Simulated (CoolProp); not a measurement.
p-xylene at several states: density (kg/m³) from the reference equation and from simpler models built on Tc = 616.2 K, pc = 3.532 MPa, ω = 0.324; each cubic takes its own stable root.

Model: reference Helmholtz-energy equation of state, Zhou 2012, in CoolProp.

| T (K) | p (MPa) | phase | reference | van der Waals | Soave-Redlich-Kwong |
|---|---|---|---|---|---|
| 444.7 | 1.12 | liquid | 720.7 | 411.5 | 626.8 |
| 559.5 | 1.1 | gas | 30.85 | 28.91 | 30.17 |
| 437.9 | 1.78 | liquid | 729.2 | 419.4 | 635.7 |
| 605.1 | 0.254 | gas | 5.522 | 5.485 | 5.506 |
| 328.7 | 7.08 | liquid | 836.2 | 484.6 | 727.2 |
